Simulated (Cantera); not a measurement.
Input: 1 mol SiH₂Cl₂, a varied amount of CH₄, 79 mol H₂, at 2000 K and 30.8 Torr.

Method: chemical equilibrium by Gibbs-energy minimisation in Cantera with the NASA 1993 tables (ideal gas, pure condensed phases). Candidate condensed phases: C, C₆H₆, C₇H₈, C₈H₁₈, Si, SiC; 109 gas species. Mutual solubility and eutectic melting of coexisting phases are not modelled. The tables' values for SiCl are old estimates; treat these amounts as uncertain. Gases not in the tables: Si₂H₆ and higher silanes. Rates play no part.

### Question
At 0.55 mol CH₄, list the 6 most abundant gas species with their mole fractions, and the condensed phases.

### Answer
H₂ 0.968, HCl 0.0216, H 0.00790, SiCl₂ 0.00116, Si 0.00106, SiH 0.000144. Condensed: Si(l) + SiC(s).
